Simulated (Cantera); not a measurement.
Feed: 1 mol S, 0.065 mol O2, 5.8 mol H2, held at 2098.15 K and 10.0 Pa.

Equilibrium computed with Cantera from the NASA thermochemical tables; the gas is ideal and each condensed phase is pure. Candidate condensed phases: H2O, H2SO4, S; 19 gas species. The numbers say what is thermodynamically allowed, not how fast it happens.

Base state: H2 0.631, H 0.245, S 0.0793, S2 0.0183, H2O 0.00972, SH 0.00944, SO 0.00659, OH 0.000447 (mole fractions); condensed: gas only.

Problem. What changes in the equilibrium state with this change: H2 from 5.8 to 0.23 mol?

Solution. 
```tsv
species	before	after
S	0.0793	0.311
S2	0.0183	0.280
H2	0.631	0.151
SO	0.00659	0.0995
H	0.245	0.120
SH	0.00944	0.0181
S2O	2.95e-6	0.000175
SO2	0.000171	0.00997
O2	8.12e-7	1.21e-5
O	0.000124	0.000477
OH	0.000447	0.000844
```

Problem. What changes in the equilibrium state with this change: S replaced by NH3?

Solution. 
```
species   before   after
-------  -------  ------
H2         0.631   0.676
H          0.245   0.253
N2             0  0.0560
S         0.0793       0
S2        0.0183       0
H2O      0.00972  0.0138
SH       0.00944       0
SO       0.00659       0
```
